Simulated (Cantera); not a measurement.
A closed system holds: 1 mol SiH2Cl2, a varied amount of N2, equilibrated at 1025 °C and 0.100 bar.

Cantera equilibrium calculation (NASA polynomials, part measured and part estimated; ideal gas, pure solids and liquids). Candidate condensed phases: NH4Cl, Si, Si3N4; 28 gas species. N2 is the only nitrogen source here; it is nearly inert below about 1500 K, so the nitride shown seldom forms there in practice. Rates play no part.

Q: What share of the Si ends up in condensed phases as a function of n(N2) (mol), at 13, 21, 29, 37, 45, 53, 61?

A: 
| n(N2) (mol) | Si condensed (%) | as |
|---|---|---|
| 13 | 83.5 | Si3N4(s) |
| 21 | 84.9 | Si3N4(s) |
| 29 | 85.9 | Si3N4(s) |
| 37 | 86.6 | Si3N4(s) |
| 45 | 87.1 | Si3N4(s) |
| 53 | 87.5 | Si3N4(s) |
| 61 | 87.9 | Si3N4(s) |
